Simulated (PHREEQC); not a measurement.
**Sulfide liquor**

A solution holds 0.066 mol/kgw NaHS and 0.00072 mol/kgw NaOH, at 25 °C. Closed to the air; pH follows from the charge balance.

Model: ion-association model, wateq4f.dat, run in PHREEQC.

The pH is 10.43 and the ionic strength is 0.0671 mol/kgw. The total alkalinity is 66.7 meq/kg.

```
species  molality  activity   log γ
-------  --------  --------  ------
Na+        0.0667    0.0538  -0.094
HS-        0.0656    0.0519  -0.102
S-2      0.000396  0.000169  -0.371
OH-      0.000340  0.000269  -0.102
H2S       1.66e-5   1.68e-5   0.007
```

No solid was allowed to form. Species that the database lacks are ignored. The polysulfide entries of wateq4f.dat were taken out for this run.
